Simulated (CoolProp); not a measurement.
Ethane along the isobar 159 bar: Z from the reference equation and from simpler models built on Tc = 32.2 °C, pc = 48.72 bar, ω = 0.099; each cubic takes its own stable root.

Computed with CoolProp (reference Helmholtz-energy equation of state, Bücker 2006).

```csv
T (°C),phase,reference
-142.55,liquid,0.7157
-112.45,liquid,0.6133
-82.35,liquid,0.5472
-52.15,liquid,0.5040
-22.05,liquid,0.4781
8.05,liquid,0.4676
38.25,supercritical,0.4748
68.35,supercritical,0.5076
98.45,supercritical,0.5757
```

Problem. How far does each simpler model (van der Waals, Redlich-Kwong, Soave-Redlich-Kwong, Peng-Robinson) lie from the reference over these 9 states: mean and median of the absolute difference, and the worst?

Solution. 
- van der Waals: mean 38.4 %, median 42.6 %, worst +52.3 % at -142.55 °C and 159 bar
- Redlich-Kwong: mean 4.9 %, median 4.7 %, worst +7.2 % at 68.35 °C and 159 bar
- Soave-Redlich-Kwong: mean 5.4 %, median 4.2 %, worst +9.5 % at 98.45 °C and 159 bar
- Peng-Robinson: mean 5.6 %, median 7.0 %, worst -8.4 % at -82.35 °C and 159 bar
